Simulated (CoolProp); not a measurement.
Vapour pressure (kPa) of R245fa: the reference equation beside estimates from Tc = 153.9 °C, pc = 3651 kPa, ω = 0.378. Clausius-Clapeyron is anchored at 11.95 °C with a constant enthalpy of vaporisation of 26.60 kJ/mol.

The numbers come from the reference Helmholtz-energy equation of state, Akasaka 2015 in CoolProp.

```csv
T (°C),reference,Lee-Kesler,Clausius-Clapeyron,van der Waals,Redlich-Kwong,Soave-Redlich-Kwong,Peng-Robinson
-5.75,40.72,40.39,42.51,404.2,115.5,40.58,41.43
3.15,61.37,61.09,62.50,483.9,158.4,61.23,62.07
11.95,89.35,89.21,89.35,572.4,211.4,89.26,89.93
20.85,127.1,127.2,125.5,672.3,277.2,127.2,127.5
29.65,175.9,176.3,172.2,781.6,355.7,176.2,175.8
38.55,238.9,239.7,232.8,903.3,450.3,239.6,238.4
47.35,317.2,318.4,308.6,1035,560.1,318.6,316.0
56.25,415.0,416.6,404.2,1180,689.1,417.5,413.2
65.05,532.8,534.6,520.4,1336,835.8,536.8,530.5
73.95,676.1,677.9,663.2,1506,1005,682.3,673.5
82.75,844.8,846.0,833.0,1687,1193,853.6,842.2
```

Absolute difference from the reference over all 11 rows, mean and median: Lee-Kesler 0.3 and 0.3 %, Clausius-Clapeyron 2.1 and 2.1 %, van der Waals 359.7 and 278.1 %, Redlich-Kwong 97.9 and 88.5 %, Soave-Redlich-Kwong 0.5 and 0.3 %, Peng-Robinson 0.6 and 0.4 %.
